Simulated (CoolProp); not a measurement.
The fluid at 293.15 K and 0.22 MPa expands adiabatically to 0.0249 MPa with isentropic efficiency 0.7. The same conditions are run with several fluids, on thermodynamics alone (safety and materials aside).

Values from CoolProp's reference Helmholtz-energy equation of state of each fluid (propane: Lemmon 2009; normal hydrogen: Leachman 2009; R22: Kamei 1995; chlorine: Thol 2021).

```csv
fluid,work (kJ/kg),final temperature (K),final phase,final density (kg/m³)
propane,?,?,gas,0.549
normal hydrogen,1360,?,gas,?
R22,35.4,?,gas,?
chlorine,41.0,?,?,1.03
```

**Question.** Fill in the missing entries.

**Answer.** 
- propane, work (kJ/kg): 72.1
- propane, final temperature (K): 242.6
- normal hydrogen, final temperature (K): 195.9
- normal hydrogen, final density (kg/m³): 0.0308
- R22, final temperature (K): 230.4
- R22, final density (kg/m³): 1.13
- chlorine, final temperature (K): 211.5
- chlorine, final phase: two-phase, vapour fraction 0.982
